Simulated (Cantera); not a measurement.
Charge: 1 mol FeS₂, 0.15 mol SO₃, 2.2 mol N₂, at 0.0250 bar.

Method: chemical equilibrium by Gibbs-energy minimisation in Cantera with the NASA 1993 tables (ideal gas, pure condensed phases). Candidate condensed phases: Fe, FeO, FeS, FeSO₄, FeS₂, Fe₂O₃, Fe₂(SO₄)₃, Fe₃O₄, S; 19 gas species. FeS: taken at fixed stoichiometry. Rates play no part.

Q: At 1325 K, list the 6 most abundant gas species with their mole fractions, and the condensed phases.

A: N₂ 0.762, S₂ 0.159, SO₂ 0.0767, S₂O 0.00144, SO 0.00105, S 1.03e-5. Condensed: FeS(s).
